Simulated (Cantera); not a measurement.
**Chlorosilane synthesis and conversion: SiCl₄ + Cl₂ + H₂**

Charge: 1 mol SiCl₄, a varied amount of Cl₂, 0.93 mol H₂, equilibrated at 475 °C and 0.100 bar.

Method: chemical equilibrium by Gibbs-energy minimisation in Cantera with the NASA 1993 tables (ideal gas, pure condensed phases). Candidate condensed phases: Si; 19 gas species. Equilibrium is a limit: real reactors are often held back by kinetics, nucleation or transport.

| n(Cl₂) (mol) | x HCl | x SiCl₄ | x Cl₂ | x H₂ |
|---|---|---|---|---|
| 0.5 | 0.412 | 0.411 | <1e-12 | 0.177 |
| 0.67 | 0.515 | 0.385 | <1e-12 | 0.1000 |
| 0.83 | 0.601 | 0.362 | <1e-12 | 0.0362 |
| 1 | 0.635 | 0.341 | 0.0239 | <1e-12 |
| 1.2 | 0.594 | 0.319 | 0.0863 | <1e-12 |
| 1.3 | 0.576 | 0.310 | 0.115 | <1e-12 |
| 1.5 | 0.542 | 0.292 | 0.166 | <1e-12 |
| 1.7 | 0.512 | 0.275 | 0.212 | <1e-12 |
| 1.8 | 0.499 | 0.268 | 0.233 | <1e-12 |
| 2 | 0.473 | 0.254 | 0.272 | <1e-12 |
| 2.2 | 0.450 | 0.242 | 0.308 | <1e-12 |
| 2.3 | 0.440 | 0.236 | 0.324 | <1e-12 |
x: gas mole fraction; nothing condenses.

From 0.5 mol Cl₂ to 2.3 mol Cl₂ nothing is condensed. The main Si-bearing gas is SiCl₄ throughout.
